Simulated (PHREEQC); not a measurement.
A column of 1 m (40 cells, dispersivity 0.05 m, 3600 s a shift, diffusion coefficient 3e-10 m²/s) holds 0.044 eq of the database's cation exchanger X per kg of pore water, first in equilibrium with 4.2 mmol/kgw BaCl2, 4.4 mmol/kgw CdCl2, 3.4 mmol/kgw SrCl2 and 0.01 mmol/kgw HCl. It is flushed with 0.011 mol BaCl2, 0.00081 mol MgCl2 and 1e-05 mol HCl per kg of water, at 15 °C. Values are for the last cell. No CO2 enters from the air. No solid was allowed to form.

The series has 31 steps of pore volumes, from 0 to 6.013.

Model: ion-association model, phreeqc.dat, run in PHREEQC.

Q: After how many pore volumes does Mg at the outlet first reach half of its feed value?

A: By 2.0 pore volumes.

Complexes and solids missing from the database can't appear.
